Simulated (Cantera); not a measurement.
Input: 1 mol Fe3O4, 19 mol CO, 0.11 mol N2, held at 1 atm.

These are equilibrium values from Cantera (NASA tables, ideal gas, pure condensed phases), not measurements of a reactor. Candidate condensed phases: C, Fe, Fe(CO)5, FeO, Fe2O3, Fe3O4; 27 gas species. Each liquid is taken as pure. Mutual solubility and eutectic melting of coexisting phases are not modelled. The tables' stoichiometric FeO is somewhat more stable than real wüstite, so its field is too wide. FeO: taken at fixed stoichiometry. The numbers say what is thermodynamically allowed, not how fast it happens.

x: gas mole fraction; n: condensed amount in mol.

| T (K) | x CO | x CO2 | x Fe | x N2 | x FeO | n Fe(δ) | n FeO(l) | n Fe(l) |
|---|---|---|---|---|---|---|---|---|
| 1748 | 0.881 | 0.113 | 1.33e-5 | 0.00576 | 6.14e-8 | 1.16 | 1.84 | 0 |
| 1798 | 0.888 | 0.106 | 2.82e-5 | 0.00576 | 1.49e-7 | 1.03 | 1.97 | 0 |
| 1848 | 0.892 | 0.102 | 5.63e-5 | 0.00576 | 3.46e-7 | 0 | 2.05 | 0.946 |
| 1898 | 0.896 | 0.0985 | 0.000107 | 0.00576 | 7.63e-7 | 0 | 2.12 | 0.880 |
| 1948 | 0.899 | 0.0953 | 0.000197 | 0.00575 | 1.61e-6 | 0 | 2.18 | 0.818 |
| 1998 | 0.901 | 0.0924 | 0.000352 | 0.00575 | 3.28e-6 | 0 | 2.23 | 0.761 |
| 2048 | 0.904 | 0.0898 | 0.000609 | 0.00575 | 6.42e-6 | 0 | 2.28 | 0.705 |
| 2098 | 0.906 | 0.0873 | (withheld) | 0.00575 | (withheld) | 0 | 2.33 | (withheld) |
| 2148 | 0.908 | 0.0850 | 0.00168 | 0.00575 | 2.23e-5 | 0 | 2.37 | 0.594 |
| 2198 | 0.909 | 0.0828 | (withheld) | 0.00574 | (withheld) | 0 | 2.41 | (withheld) |
| 2248 | 0.909 | 0.0807 | 0.00421 | 0.00573 | 6.87e-5 | 0 | 2.45 | 0.468 |
| 2298 | 0.909 | 0.0787 | 0.00646 | 0.00572 | 0.000116 | 0 | 2.48 | 0.390 |

**Question.** Complete the blanks.

**Answer.** 
- 2098, x Fe: 0.00102
- 2098, x FeO: 1.21e-5
- 2098, n Fe(l): 0.650
- 2198, x Fe: 0.00269
- 2198, x FeO: 3.97e-5
- 2198, n Fe(l): 0.535
